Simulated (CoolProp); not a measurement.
Saturation properties of fluorine.

Values from CoolProp's reference Helmholtz-energy equation of state, de Reuck 1990.

```tsv
T (°C)	p (kPa)	liquid density (kg/m³)	vapour density (kg/m³)	enthalpy of vaporisation (kJ/kg)	liquid cp (kJ/(kg K))
-161.05	1019	(withheld)	49.58	141.6	1.706
-159.15	1149	1268	55.84	138.5	1.735
-157.35	1282	1251	62.36	135.4	1.766
-155.45	1434	(withheld)	69.93	132.1	1.803
-153.55	1598	1212	78.30	128.5	1.847
-151.75	1766	1192	87.03	124.9	1.896
-149.85	1956	1171	97.23	120.9	1.956
-147.95	2161	1148	108.6	116.7	2.030
-146.15	(withheld)	1126	120.5	112.3	2.115
-144.25	2604	1100	134.7	107.4	2.226
-142.45	(withheld)	1075	149.8	102.3	2.361
-140.55	3109	1045	168.0	96.48	2.549
-138.65	3395	1013	189.0	89.96	2.808
-136.85	3684	978.6	212.5	83.01	3.164
-134.95	4008	937.1	242.4	74.52	3.761
```

Question: What belongs in the gaps?

Answer: 
- -161.05, liquid density (kg/m³): 1286
- -155.45, liquid density (kg/m³): 1231
- -146.15, p (kPa): 2369
- -142.45, p (kPa): 2842

It boils at -188.1 °C under 1 atm.
